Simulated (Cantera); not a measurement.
A closed system holds: 1 mol Si2H6, 0.44 mol NO, 5.3 mol H2, equilibrated at 1375 K and 21.8 Torr.

Equilibrium computed with Cantera from the NASA thermochemical tables; the gas is ideal and each condensed phase is pure. Candidate condensed phases: H2O, Si, SiO2, Si2N2O, Si3N4; 35 gas species. The feed counts by its element totals alone. Mutual solubility and eutectic melting of coexisting phases are not modelled. The tables hold silica as quartz up to 1696 K and as liquid above; real silica turns to tridymite and cristobalite and melts near 1996 K. Equilibrium is a limit: real reactors are often held back by kinetics, nucleation or transport.

Base state: H2 0.998, SiO 0.00148, H 2.01e-5 (mole fractions); condensed: Si(s) + SiO2(β-quartz) + Si2N2O(s).

### Question
What changes in the equilibrium state with this change: temperature from 1375 K to 825 K?

### Answer
```tsv
species	before	after
H2	0.998	1.00
SiO	0.00148	<1e-9
H	2.01e-5	<1e-9
Si(s), mol	1.44	1.45
SiO2(β-quartz), mol	0.104	0
Si2N2O(s), mol	0.220	0.220
SiO2(α-quartz), mol	0	0.110
```

### Question
What changes in the equilibrium state with this change: temperature from 1375 K to 1150 K?

### Answer
```csv
species,before,after
H2,0.998,1.000
SiO,0.00148,4.11e-6
H,2.01e-5,4.38e-7
"Si(s), mol",1.44,1.45
"SiO2(β-quartz), mol",0.104,0.110
"Si2N2O(s), mol",0.220,0.220
```
